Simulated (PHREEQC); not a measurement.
H2SO4 is added in steps, without added water, to 1 kg of water holding 0.0027 mol MnSO4 and 0.00011 mol H3AsO4, at 25 °C. No oxygen is let in. No CO2 enters from the air. Only these solids could form: Pyrochroite, Mn3(AsO4)2:8H2O.

Base run: PHREEQC, ion-association model, wateq4f.dat. Each further column changes one thing. The table gives H3AsO4 (mol/kgw).

```json
[
 {"H2SO4 added (mol)": "0", "base": "1.68e-6", "temperature from 25 to 50 °C": "1.91e-6", "MnSO4 from 0.0027 to 0.00243 mol/kgw": "1.71e-6", "no solid may form": "1.68e-6"},
 {"H2SO4 added (mol)": "0.0001102", "base": "4.88e-6", "temperature from 25 to 50 °C": "5.52e-6", "MnSO4 from 0.0027 to 0.00243 mol/kgw": "4.96e-6", "no solid may form": "4.88e-6"},
 {"H2SO4 added (mol)": "0.0002047", "base": "7.46e-6", "temperature from 25 to 50 °C": "8.40e-6", "MnSO4 from 0.0027 to 0.00243 mol/kgw": "7.57e-6", "no solid may form": "7.46e-6"},
 {"H2SO4 added (mol)": "0.000315", "base": "1.03e-5", "temperature from 25 to 50 °C": "1.15e-5", "MnSO4 from 0.0027 to 0.00243 mol/kgw": "1.04e-5", "no solid may form": "1.03e-5"},
 {"H2SO4 added (mol)": "0.0004253", "base": "1.29e-5", "temperature from 25 to 50 °C": "1.44e-5", "MnSO4 from 0.0027 to 0.00243 mol/kgw": "1.31e-5", "no solid may form": "1.29e-5"},
 {"H2SO4 added (mol)": "0.0005198", "base": "1.51e-5", "temperature from 25 to 50 °C": "1.68e-5", "MnSO4 from 0.0027 to 0.00243 mol/kgw": "1.53e-5", "no solid may form": "1.51e-5"},
 {"H2SO4 added (mol)": "0.00063", "base": "1.74e-5", "temperature from 25 to 50 °C": "1.94e-5", "MnSO4 from 0.0027 to 0.00243 mol/kgw": "1.77e-5", "no solid may form": "1.74e-5"}
]
```

The database has no arsenate complexes of Mn. Constants without temperature data keep their 25 °C values here.
